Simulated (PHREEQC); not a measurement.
## Polishing slurry liquid: an equilibrium model

A solution holds 0.46 mmol/kgw H2SO4, at 6 °C. Closed to the air; pH follows from the charge balance.

The numbers come from PHREEQC with the ion-association model, phreeqc.dat.

Precipitation was switched off in this run.

Problem. Predict the pH, specific conductance.

Solution. pH 3.06; specific conductance 225 µS/cm.

Problem. In which forms is S present?

Solution. SO4-2 95 %, HSO4- 4.9 % of the S.

Species that the database lacks are ignored. Constants without temperature data keep their 25 °C values here.
